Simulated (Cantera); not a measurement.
Feed: 1 mol AlCl3, 1.9 mol HCl, 210 mol N2, 45 mol N2O, at 1173.15 K and 13.3 mbar.

Cantera equilibrium calculation (NASA polynomials, part measured and part estimated; ideal gas, pure solids and liquids). Candidate condensed phases: Al, AlCl3, AlN, Al2O3, H2O, NH4Cl; 45 gas species. Kinetics and transport are ignored.

Base state: N2 0.909, O2 0.0775, HCl 0.00670, Cl2 0.00437, Cl 0.00203, NO 0.000103, H2O 3.90e-5 (mole fractions); condensed: Al2O3(s).

Problem. What changes in the equilibrium state with this change: temperature from 1173.15 K to 1425 K?

Solution. 
```csv
species,before,after
N2,0.909,0.906
O2,0.0775,0.0770
Cl,0.00203,0.00896
Cl2,0.00437,0.000908
NO,0.000103,0.000540
H2O,3.90e-5,6.22e-5
HCl,0.00670,0.00663
"Al2O3(s), mol",0.500,0.500
```
